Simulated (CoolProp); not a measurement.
Values from CoolProp's reference Helmholtz-energy equation of state, Lemmon 2022.

Give the vapour pressure (MPa), enthalpy of vaporisation (kJ/kg), liquid conductivity (mW/(m K)) of saturated R1234yf at 288.6, 293.2, 316.3 K.


| T (K) | p (MPa) | enthalpy of vaporisation (kJ/kg) | liquid conductivity (mW/(m K)) |
|---|---|---|---|
| 288.6 | 0.517 | 153 | 66.5 |
| 293.2 | 0.593 | 149 | 65.1 |
| 316.3 | 1.10 | 129 | 58.1 |

Thermal conductivity comes from a separate model (Perkins 2011).
